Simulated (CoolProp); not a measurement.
Vapour-liquid equilibrium of acetone (1) + toluene (2) at 0.14 bar; x and y are mole fractions of (1).

Model: multi-fluid Helmholtz-energy mixture model, Lemmon 2006 and Lemmon 2006; pair parameters Bell 2016, in CoolProp.

Problem. Give the bubble temperature and the first vapour's composition at x = 0.35, 0.65, 0.8. Is there an azeotrope?

Solution. x = 0.35: 20.9 °C, y = 0.841; x = 0.65: 13.9 °C, y = 0.927; x = 0.8: 11.3 °C, y = 0.959. No azeotrope shows between x = 0.05 and 0.95.

The pair parameters rest on a limited set of measurements; away from them the model extrapolates.
